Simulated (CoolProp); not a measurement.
Computed with CoolProp (reference Helmholtz-energy equation of state, Akasaka 2023).

Question: For R1224YDZ, give the phase and the density (kg/m³), cp (kJ/(kg K)), cv (kJ/(kg K)), isothermal compressibility (1/MPa) at 375.5 K and 0.176 MPa; 177.9 K and 0.106 MPa.

Answer: 
- 375.5 K and 0.176 MPa: gas; density 8.63, cp 0.904, cv 0.838, isothermal compressibility 5.86
- 177.9 K and 0.106 MPa: liquid; density 1660, cp 1.01, cv 0.692, isothermal compressibility 0.000703
